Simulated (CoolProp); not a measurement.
n-octane at several states: Z from the reference equation and from simpler models built on Tc = 568.7 K, pc = 24.84 bar, ω = 0.398; each cubic takes its own stable root.

Model: reference Helmholtz-energy equation of state, Beckmüller 2019, in CoolProp.

| T (K) | p (bar) | phase | reference | Redlich-Kwong | Soave-Redlich-Kwong | Peng-Robinson |
|---|---|---|---|---|---|---|
| 259.6 | 1.08 | liquid | ? | ? | ? | 0.008241 |
| 301.7 | 26.9 | liquid | 0.1755 | 0.2121 | 0.2045 | ? |
| 285.6 | 7.44 | liquid | 0.05046 | 0.06124 | 0.05910 | 0.05259 |
| 521.1 | 5.14 | gas | ? | 0.9028 | ? | ? |

**Question.** Some entries are withheld; supply them.

**Answer.** 
- 259.6, reference: 0.007837
- 259.6, Redlich-Kwong: 0.009537
- 259.6, Soave-Redlich-Kwong: 0.009249
- 301.7, Peng-Robinson: 0.1819
- 521.1, reference: 0.8889
- 521.1, Soave-Redlich-Kwong: 0.8964
- 521.1, Peng-Robinson: 0.8879
